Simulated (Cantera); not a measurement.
Charge: 1 mol MgO, 0.89 mol SiCl4, 31 mol N2, 0.82 mol Cl2, held at 1150 K.

Equilibrium computed with Cantera from the NASA thermochemical tables; the gas is ideal and each condensed phase is pure. Candidate condensed phases: Mg, MgCl2, MgO, MgSiO3, Mg2SiO4, Si, SiO2, Si2N2O, Si3N4; 29 gas species. The tables hold silica as quartz up to 1696 K and as liquid above; real silica turns to tridymite and cristobalite and melts near 1996 K. Kinetics and transport are ignored.

**Question.** At 27.0 Pa, list the 5 most abundant gas species with their mole fractions, and the condensed phases.

**Answer.** N2 0.924, MgCl2 0.0298, Cl 0.0200, Cl2 0.0144, SiCl4 0.0116. Condensed: SiO2(β-quartz).
